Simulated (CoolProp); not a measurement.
Vapour pressure (bar) of fluoroethane (R161): the reference equation beside estimates from Tc = 375.2 K, pc = 50.10 bar, ω = 0.216. Clausius-Clapeyron is anchored at 216.7 K with a constant enthalpy of vaporisation of 21.36 kJ/mol.

Computed with CoolProp (reference Helmholtz-energy equation of state, Wu 2012).

```json
[
 {"T (K)": "198.4", "reference": "0.1259", "Lee-Kesler": "0.1195", "Clausius-Clapeyron": "0.1306", "van der Waals": "2.013", "Redlich-Kwong": "0.2375", "Peng-Robinson": "0.1286"},
 {"T (K)": "203", "reference": "0.1711", "Lee-Kesler": "0.1632", "Clausius-Clapeyron": "0.1751", "van der Waals": "2.330", "Redlich-Kwong": "0.3163", "Peng-Robinson": "0.1739"},
 {"T (K)": "207.6", "reference": "0.2287", "Lee-Kesler": "0.2193", "Clausius-Clapeyron": "0.2317", "van der Waals": "2.680", "Redlich-Kwong": "0.4145", "Peng-Robinson": "0.2318"},
 {"T (K)": "212.2", "reference": "0.3014", "Lee-Kesler": "0.2904", "Clausius-Clapeyron": "0.3030", "van der Waals": "3.065", "Redlich-Kwong": "0.5353", "Peng-Robinson": "0.3045"},
 {"T (K)": "216.7", "reference": "0.3896", "Lee-Kesler": "0.3771", "Clausius-Clapeyron": "0.3896", "van der Waals": "3.477", "Redlich-Kwong": "0.6785", "Peng-Robinson": "0.3927"},
 {"T (K)": "221.3", "reference": "0.5003", "Lee-Kesler": "0.4865", "Clausius-Clapeyron": "0.4985", "van der Waals": "3.937", "Redlich-Kwong": "0.8539", "Peng-Robinson": "0.5031"},
 {"T (K)": "225.9", "reference": "0.6349", "Lee-Kesler": "0.6201", "Clausius-Clapeyron": "0.6314", "van der Waals": "4.436", "Redlich-Kwong": "1.062", "Peng-Robinson": "0.6373"},
 {"T (K)": "230.5", "reference": "0.7970", "Lee-Kesler": "0.7816", "Clausius-Clapeyron": "0.7922", "van der Waals": "4.977", "Redlich-Kwong": "1.307", "Peng-Robinson": "0.7987"},
 {"T (K)": "235.1", "reference": "0.9903", "Lee-Kesler": "0.9749", "Clausius-Clapeyron": "0.9852", "van der Waals": "5.561", "Redlich-Kwong": "1.593", "Peng-Robinson": "0.9911"}
]
```

Absolute difference from the reference over all 9 rows, mean and median: Lee-Kesler 3.2 and 3.2 %, Clausius-Clapeyron 1.1 and 0.6 %, van der Waals 868.2 and 792.5 %, Redlich-Kwong 74.4 and 74.2 %, Peng-Robinson 0.9 and 0.8 %.
